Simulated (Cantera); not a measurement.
Thermodynamics of carbothermic reduction, feed Fe₃O₄ + C + H₂

Charge: 1 mol Fe₃O₄, 4.4 mol C, 0.47 mol H₂, at 2348 K.

Method: chemical equilibrium by Gibbs-energy minimisation in Cantera with the NASA 1993 tables (ideal gas, pure condensed phases). Candidate condensed phases: C, C₆H₆, C₇H₈, C₈H₁₈, Fe, Fe(CO)₅, FeO, Fe(OH)₂, Fe(OH)₃, Fe₂O₃, Fe₃O₄, H₂O; 114 gas species. Iron dissolves carbon and melts from about 1420 K in contact with it, which pure phases cannot show. Condensed phases not in the tables: cementite and carbon dissolved in iron. Equilibrium is a limit: real reactors are often held back by kinetics, nucleation or transport.

```
P (Pa)   log p CO  log p Fe  log p H  log p H₂  log p C₂H₂ (acetylene)  log p C₃  log p C  log p CO₂  n C(graphite)  n Fe(l)
-------  --------  --------  -------  --------  ----------------------  --------  -------  ---------  -------------  -------
10          -4.29     -4.42    -4.98     -6.14                   -8.41     -7.40    -7.75     -13.79          0.387        0
100         -3.29     -3.41    -4.18     -4.55                   -6.82     -7.40    -7.75     -11.77          0.396        0
1000        -2.28     -2.40    -3.57     -3.32                   -5.58     -7.40    -7.75      -9.75          0.396        0
10000       -1.10     -2.01    -2.94     -2.06                   -4.32     -7.40    -7.75      -7.39          0.395     2.51
100000      -0.05     -2.01    -2.41     -0.99                   -3.26     -7.40    -7.75      -5.31          0.395     2.96
1000000      0.95     -2.01    -1.90      0.02                   -2.25     -7.40    -7.75      -3.30          0.395     3.00
```
log p: log10 of the partial pressure in bar; n: condensed amount in mol.

From 10.0 Pa to 10.0 mbar the condensed part is C(graphite). From 0.100 bar to 10.0 bar the condensed part is C(graphite) + Fe(l). The main Fe-bearing gas is Fe throughout.
